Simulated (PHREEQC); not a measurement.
## Polishing slurry liquid: an equilibrium model

A solution holds 0.22 mol/kgw HNO3 and 0.0015 mol/kgw CuSO4, at 25 °C. Closed to the air; pH follows from the charge balance.

The numbers come from PHREEQC with the ion-association model, phreeqc.dat.

```
Quantity                     Result
--------------------  -------------
pH                             0.76
ionic strength        0.223 mol/kgw
activity of water             0.992
specific conductance    72100 µS/cm
density                 1.004 g/cm³
total alkalinity        -220 meq/kg
```

| species | molality | activity | log γ |
|---|---|---|---|
| NO3- | 0.220 | 0.151 | -0.164 |
| H+ | 0.219 | 0.173 | -0.101 |
| Cu+2 | 0.00150 | 0.000474 | -0.499 |
| HSO4- | 0.00129 | 0.000959 | -0.130 |
| SO4-2 | 0.000202 | 5.68e-5 | -0.552 |
| CuSO4 | 5.22e-6 | 5.50e-6 | 0.022 |

This is a speciation only: nothing precipitates in the calculation. Species that the database lacks are ignored.
